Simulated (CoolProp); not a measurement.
R113 at 394.09 K and 1.11 MPa is throttled through a valve to 0.117 MPa with no heat exchange. Each further row changes one setting.

Computed with CoolProp (reference Helmholtz-energy equation of state, Marx 1992).

```csv
case,temperature change (K),final phase,final density (kg/m³)
as stated,___,"two-phase, vapour fraction 0.478",___
outlet pressure 0.0351 MPa,___,"two-phase, vapour fraction 0.646",___
outlet pressure 0.152 MPa,___,"two-phase, vapour fraction 0.430",___
```

Question: What belongs in the gaps?

Answer: 
- as stated, temperature change (K): -68.9
- as stated, final density (kg/m³): 17.7
- outlet pressure 0.0351 MPa, temperature change (K): -102.0
- outlet pressure 0.0351 MPa, final density (kg/m³): 4.27
- outlet pressure 0.152 MPa, temperature change (K): -60.5
- outlet pressure 0.152 MPa, final density (kg/m³): 25.0
